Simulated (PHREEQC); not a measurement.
Dissolve 0.055 mol/kgw HF, 0.0016 mol/kgw NaHCO3 and 0.00046 mol/kgw Cu(NO3)2 at 72 °C. Closed to the air; pH follows from the charge balance.

All values are PHREEQC results (ion-association model, wateq4f.dat), not measurements.

This is a speciation only: nothing precipitates in the calculation.

### Question
Predict the pH.

### Answer
pH 2.49.

### Question
In which forms is Cu present?

### Answer
Cu+2 93 %, CuF+ 7.3 % of the Cu.

Away from 25 °C the constants follow the database's enthalpies or fits; those with neither stay at their 25 °C values.
